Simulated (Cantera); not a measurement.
NO annealing gas

An isothermal, constant-pressure homogeneous reactor starts with NO : N₂ = 1 : 1.9 (molar parts), at 2100 K and 0.987 atm.

Computed with Cantera and GRI-Mech 3.0 (53 species, 325 reactions).

```
t (s)        x NO     x NO₂    x N₂O      x O₂   x N₂
--------  -------  --------  -------  --------  -----
0.000200    0.345   2.76e-5  3.63e-5   5.28e-6  0.655
0.000485    0.344   6.61e-5  5.38e-5   4.63e-5  0.655
0.00118     0.344   9.01e-5  5.92e-5  0.000268  0.656
0.00285     0.343   9.45e-5  5.89e-5  0.000890  0.656
0.00691     0.340  0.000102  5.77e-5   0.00241  0.658
0.0168      0.332  0.000118  5.49e-5   0.00612  0.661
0.0406      0.314  0.000145  4.85e-5    0.0152  0.670
0.0985      0.272  0.000175  3.56e-5    0.0363  0.692
0.239       0.188  0.000171  1.68e-5    0.0780  0.733
0.579      0.0809   9.43e-5  3.38e-6     0.132  0.787
1.40       0.0209   2.70e-5  6.69e-7     0.162  0.817
3.40      0.00959   1.26e-5  5.24e-7     0.167  0.823
8.25      0.00912   1.20e-5  5.20e-7     0.168  0.823
20.0      0.00912   1.20e-5  5.20e-7     0.168  0.823
```
x: mole fraction; the columns are a selection and need not sum to one.

Equilibrium at this temperature and pressure: NO 0.00912, NO₂ 1.20e-5, N₂O 5.20e-7, O₂ 0.168, N₂ 0.823 (gas phase only).
